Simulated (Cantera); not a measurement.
Mixture: CH₄ : C₂H₆ : O₂ : N₂ = 1 : 0.083 : 1.43 : 5.38 (molar parts), equivalence ratio 1.6, at 1.00 bar, adiabatic and at constant pressure. Ignition delay is the time to a rise of 400 K.

Cantera simulation using GRI-Mech 3.0 (53 species, 325 reactions); the numbers are that mechanism's predictions, not measurements.

What does this change do: pressure from 1.00 bar to 0.740 bar?


| quantity | before | after |
|---|---|---|
| delay at 1100 K | 29.3 ms | 37.4 ms |
| delay at 1175 K | 11.8 ms | 14.9 ms |
| delay at 1250 K | 5.08 ms | 6.31 ms |
| delay at 1325 K | 2.24 ms | 2.75 ms |
| delay at 1400 K | 1.01 ms | 1.23 ms |
| delay at 1475 K | 0.475 ms | 0.575 ms |
| delay at 1550 K | 0.237 ms | 0.288 ms |
| apparent activation energy between 1400 and 1550 K | 170 kJ/mol | 170 kJ/mol |

What does this change do: O2 1.43 to 1.8 parts?


| quantity | before | after |
|---|---|---|
| delay at 1100 K | 29.3 ms | 23.5 ms |
| delay at 1175 K | 11.8 ms | 9.06 ms |
| delay at 1250 K | 5.08 ms | 3.81 ms |
| delay at 1325 K | 2.24 ms | 1.67 ms |
| delay at 1400 K | 1.01 ms | 0.759 ms |
| delay at 1475 K | 0.475 ms | 0.362 ms |
| delay at 1550 K | 0.237 ms | 0.184 ms |
| apparent activation energy between 1400 and 1550 K | 170 kJ/mol | 170 kJ/mol |
